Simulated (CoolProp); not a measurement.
Properties of hexamethyldisiloxane (MM) along the isobar 95.6 bar (Tc = 518.7 K, pc = 19.31 bar, ω = 0.418).

Computed with CoolProp (reference Helmholtz-energy equation of state, Thol 2016).

```tsv
T (K)	phase	cp (kJ/(kg K))	Joule-Thomson coefficient (K/MPa)
367.3	liquid	2.058	-0.3314
393.5	liquid	2.125	-0.2827
419.7	liquid	2.190	-0.2255
446	liquid	2.255	?
472.2	liquid	?	?
498.4	liquid	2.377	0.03051
524.7	supercritical	?	0.1588
550.9	supercritical	2.491	0.3160
577.1	supercritical	2.543	0.5053
603.3	supercritical	2.591	?
```

Q: What belongs in the gaps?

A: 
- 446, Joule-Thomson coefficient (K/MPa): -0.1565
- 472.2, cp (kJ/(kg K)): 2.317
- 472.2, Joule-Thomson coefficient (K/MPa): -0.07276
- 524.7, cp (kJ/(kg K)): 2.435
- 603.3, Joule-Thomson coefficient (K/MPa): 0.7214
